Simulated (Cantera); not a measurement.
A Cantera script and what it prints.

```python
import numpy as np
import cantera as ct

gas_names = """
    AL ALN AL2 N N2
""".split()
cond_names = """
    AL(cr) AL(L) ALN(s)
""".split()


def load(file, names, dense=False):
    # The tables refer to 1 bar. Condensed volumes are neglected.
    table = {s.name: s for s in ct.Species.list_from_file(file)}
    out = []
    for n in names:
        d = dict(table[n].input_data)
        d["thermo"] = dict(d["thermo"], **{"reference-pressure": 1e5})
        if dense:
            d["equation-of-state"] = {"model": "constant-volume", "density": "1e6 g/cm^3"}
        out.append(ct.Species.from_dict(d))
    return out


gas = ct.Solution(thermo="ideal-gas", species=load("nasa_gas.yaml", gas_names))
cond = {s.name: ct.Solution(thermo="fixed-stoichiometry", species=[s], name=s.name)
        for s in load("nasa_condensed.yaml", cond_names, dense=True)}
atoms = {
    'AlN': {'AL': 1, 'N': 1},
    'N2': {'N': 2},
}
top_T = {'ALN(s)': 2750}  # K; cautious upper limits of use, not melting points


def equilibrate(T, P, feed):
    n = {}
    for name, mol in feed.items():
        for a, k in atoms[name].items():
            n[a] = n.get(a, 0.0) + k * mol
    gas.TPX = T, P, n
    mass = sum(n.values()) * gas.mean_molecular_weight
    gas.equilibrate("TP")
    valid = [c for c in cond.values() if c.min_temp <= T <= top_T.get(c.name, c.max_temp)]
    mix = ct.Mixture([(gas, mass / gas.mean_molecular_weight)] + [(c, 0.0) for c in valid])
    mix.T, mix.P = T, P
    mix.equilibrate("TP", solver="vcs", rtol=1e-11, max_steps=5000)
    return mix


results = []
feed = {'AlN': 1, 'N2': 2.3}  # mol
T = 2450  # K
for P in [1, 7.2, 52, 370, 2700, 19000, 140000, 1000000]:
    mix = equilibrate(T, P, feed)
    results.append((T, P, feed, dict(zip(mix.species_names, mix.species_moles))))
    x = sorted(zip(gas.X, gas.species_names), reverse=True)
    print(f"T = {T:g} K  P = {P:g} Pa  gas = {mix.phase_moles(0):.4g} mol")
    print("   x: " + "  ".join(f"{s} {v:.3e}" for v, s in x if v > 0.0001))
    print("   condensed (mol): " + ("  ".join(f"{mix.phase(i).name} {mix.phase_moles(i):.4g}"
          for i in range(1, mix.n_phases) if mix.phase_moles(i) > 1e-12) or "none"))
```

Result:

```
T = 2450 K  P = 1 Pa  gas = 3.8 mol
   x: N2 7.368e-01  AL 2.632e-01
   condensed (mol): none
T = 2450 K  P = 7.2 Pa  gas = 3.8 mol
   x: N2 7.368e-01  AL 2.632e-01
   condensed (mol): none
T = 2450 K  P = 52 Pa  gas = 3.8 mol
   x: N2 7.368e-01  AL 2.632e-01
   condensed (mol): none
T = 2450 K  P = 370 Pa  gas = 3.8 mol
   x: N2 7.368e-01  AL 2.631e-01
   condensed (mol): none
T = 2450 K  P = 2700 Pa  gas = 3.8 mol
   x: N2 7.369e-01  AL 2.630e-01
   condensed (mol): none
T = 2450 K  P = 19000 Pa  gas = 3.798 mol
   x: N2 7.373e-01  AL 2.621e-01  AL2 5.860e-04
   condensed (mol): none
T = 2450 K  P = 140000 Pa  gas = 2.345 mol
   x: N2 9.871e-01  AL 1.285e-02
   condensed (mol): ALN(s) 0.9698
T = 2450 K  P = 1e+06 Pa  gas = 2.302 mol
   x: N2 9.993e-01  AL 6.691e-04
   condensed (mol): ALN(s) 0.9985
```

Method: chemical equilibrium by Gibbs-energy minimisation in Cantera with the NASA 1993 tables (ideal gas, pure condensed phases).
